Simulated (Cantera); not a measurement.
A perfectly stirred reactor is fed with CH4 : H2 : H = 0.024 : 1 : 0.081 (molar parts), at 0.370 bar; it is held at 2300 K, and followed from long to short residence time.

Computed with Cantera and GRI-Mech 3.0 (53 species, 325 reactions). GRI-Mech 3.0 stops at C3 and has no aromatics, soot or wall deposition, so with more carbon than oxygen in the feed, carbon stays in small species such as C2H2 where larger ones or solid carbon would form.

### Question
Predict: x(CH4) at τ = 2.20 s; x(H2) at τ = 2.20 s; x(H) at τ = 2.20 s; x(C2H) at τ = 2.20 s; x(C2H2) at τ = 2.20 s; x(CH4) at τ = 20.0 ms; x(H2) at τ = 20.0 ms; x(H) at τ = 20.0 ms; x(C2H) at τ = 20.0 ms; x(C2H2) at τ = 20.0 ms.

### Answer
```
Quantity                   Value
----------------------  --------
x(CH4) at τ = 2.20 s    0.000171
x(H2) at τ = 2.20 s        0.973
x(H) at τ = 2.20 s        0.0158
x(C2H) at τ = 2.20 s     7.93e-6
x(C2H2) at τ = 2.20 s     0.0108
x(CH4) at τ = 20.0 ms    0.00117
x(H2) at τ = 20.0 ms       0.971
x(H) at τ = 20.0 ms       0.0168
x(C2H) at τ = 20.0 ms    7.92e-6
x(C2H2) at τ = 20.0 ms    0.0102
```
